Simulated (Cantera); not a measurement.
Premixed flame

A freely propagating, adiabatic, planar premixed flame of CH₄ : O₂ : N₂ = 1 : 1.54 : 5.78 (molar parts), equivalence ratio 1.3, unburnt at 325 K and 0.150 bar; mixture-averaged transport, grid criteria slope 0.08 and curve 0.16, no radiation.

Computed with Cantera and GRI-Mech 3.0 (53 species, 325 reactions). Burning velocities carry a grid error of a few per cent, more on coarse grids.

```csv
z (mm),T (K),u (m/s),x CH₄,x O₂,x CO₂,x NO₂,x NO,x C₂H₆
-7.16,325,0.516,0.120,0.185,<1e-8,<1e-8,<1e-8,<1e-8
-4.78,326,0.519,0.120,0.184,4.31e-7,<1e-8,<1e-8,1.13e-7
-3.58,333,0.533,0.119,0.183,8.16e-6,<1e-8,1.22e-8,2.45e-6
-2.39,424,0.688,0.112,0.176,0.000286,7.65e-8,2.84e-7,0.000103
-1.19,943,1.57,0.0750,0.134,0.00464,1.72e-8,3.48e-6,0.00152
-0.597,1363,2.30,0.0402,0.0897,0.0113,1.13e-8,7.49e-6,0.00137
0,1716,2.93,0.0108,0.0430,0.0212,<1e-8,1.43e-5,0.000141
0.597,1876,3.20,0.00128,0.0161,0.0315,<1e-8,2.42e-5,1.81e-6
1.19,1915,3.27,9.30e-5,0.00622,0.0398,<1e-8,3.35e-5,1.11e-8
2.39,1931,3.28,4.99e-7,0.00221,0.0483,<1e-8,4.29e-5,<1e-8
4.78,1941,3.29,<1e-8,0.00161,0.0523,<1e-8,4.81e-5,<1e-8
9.55,1955,3.31,<1e-8,0.00138,0.0528,<1e-8,5.01e-5,<1e-8
19.1,1974,3.34,<1e-8,0.00108,0.0528,<1e-8,5.19e-5,<1e-8
```
x: mole fraction of selected species; z is measured from the peak of heat release.

The laminar burning velocity comes out as 51.6 cm/s, the thermal thickness comes out as 2.39 mm and the peak x(C₂H₆) comes out as 0.00178. The grid points is 157.
